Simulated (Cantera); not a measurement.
# Boron, boron nitride and boron oxide: B + NH₃

Input: 1 mol B, a varied amount of NH₃, held at 1150 K and 0.100 bar.

Method: chemical equilibrium by Gibbs-energy minimisation in Cantera with the NASA 1993 tables (ideal gas, pure condensed phases). Candidate condensed phases: B, BN; 15 gas species. Mutual solubility and eutectic melting of coexisting phases are not modelled. Equilibrium is a limit: real reactors are often held back by kinetics, nucleation or transport.

```json
[
 {"n(NH₃) (mol)": "0.22", "x H₂": "1.000", "x N₂": "<1e-12", "x NH₃": "1.27e-11", "x H": "2.36e-7", "x BH₃": "2.09e-7", "x BH₂": "8.59e-8", "n B(s)": "0.780", "n BN(s)": "0.220"},
 {"n(NH₃) (mol)": "0.33", "x H₂": "1.000", "x N₂": "<1e-12", "x NH₃": "1.27e-11", "x H": "2.36e-7", "x BH₃": "2.09e-7", "x BH₂": "8.59e-8", "n B(s)": "0.670", "n BN(s)": "0.330"},
 {"n(NH₃) (mol)": "0.51", "x H₂": "1.000", "x N₂": "<1e-12", "x NH₃": "1.27e-11", "x H": "2.36e-7", "x BH₃": "2.09e-7", "x BH₂": "8.59e-8", "n B(s)": "0.490", "n BN(s)": "0.510"},
 {"n(NH₃) (mol)": "0.78", "x H₂": "1.000", "x N₂": "<1e-12", "x NH₃": "1.27e-11", "x H": "2.36e-7", "x BH₃": "2.09e-7", "x BH₂": "8.59e-8", "n B(s)": "0.220", "n BN(s)": "0.780"},
 {"n(NH₃) (mol)": "1.2", "x H₂": "0.947", "x N₂": "0.0526", "x NH₃": "5.16e-6", "x H": "2.30e-7", "x BH₃": "<1e-12", "x BH₂": "<1e-12", "n B(s)": "0", "n BN(s)": "1.00"},
 {"n(NH₃) (mol)": "1.8", "x H₂": "0.871", "x N₂": "0.129", "x NH₃": "7.12e-6", "x H": "2.20e-7", "x BH₃": "<1e-12", "x BH₂": "<1e-12", "n B(s)": "0", "n BN(s)": "1.00"},
 {"n(NH₃) (mol)": "2.8", "x H₂": "0.824", "x N₂": "0.176", "x NH₃": "7.65e-6", "x H": "2.14e-7", "x BH₃": "<1e-12", "x BH₂": "<1e-12", "n B(s)": "0", "n BN(s)": "1.00"},
 {"n(NH₃) (mol)": "4.3", "x H₂": "0.796", "x N₂": "0.204", "x NH₃": "7.82e-6", "x H": "2.11e-7", "x BH₃": "<1e-12", "x BH₂": "<1e-12", "n B(s)": "0", "n BN(s)": "1.00"},
 {"n(NH₃) (mol)": "6.5", "x H₂": "0.780", "x N₂": "0.220", "x NH₃": "7.88e-6", "x H": "2.08e-7", "x BH₃": "<1e-12", "x BH₂": "<1e-12", "n B(s)": "0", "n BN(s)": "1.00"},
 {"n(NH₃) (mol)": "10", "x H₂": "0.769", "x N₂": "0.231", "x NH₃": "7.90e-6", "x H": "2.07e-7", "x BH₃": "<1e-12", "x BH₂": "<1e-12", "n B(s)": "0", "n BN(s)": "1.00"}
]
```
x: gas mole fraction; n: condensed amount in mol.

From 0.22 mol NH₃ to 0.78 mol NH₃ the condensed part is B(s) + BN(s). From 1.2 mol NH₃ to 10 mol NH₃ the condensed part is BN(s).
